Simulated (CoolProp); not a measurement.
Model: reference Helmholtz-energy equation of state, Guder 2009, in CoolProp.

Problem. For sulfur hexafluoride, give the phase and the density (kg/m³), cp (kJ/(kg K)), viscosity (µPa s), conductivity (mW/(m K)) at 333.2 K and 3.41 MPa; 333.2 K and 4.27 MPa; 333.2 K and 8.53 MPa.

Solution. 
- 333.2 K and 3.41 MPa: gas; density 271, cp 1.05, viscosity 20.5, conductivity 21.2
- 333.2 K and 4.27 MPa: supercritical; density 434, cp 1.66, viscosity 25.4, conductivity 27.4
- 333.2 K and 8.53 MPa: supercritical; density 1210, cp 1.24, viscosity 93.4, conductivity 51.5

Viscosity comes from a separate model (Quiñones-Cisneros 2012). Thermal conductivity comes from a separate model (Assael 2012).
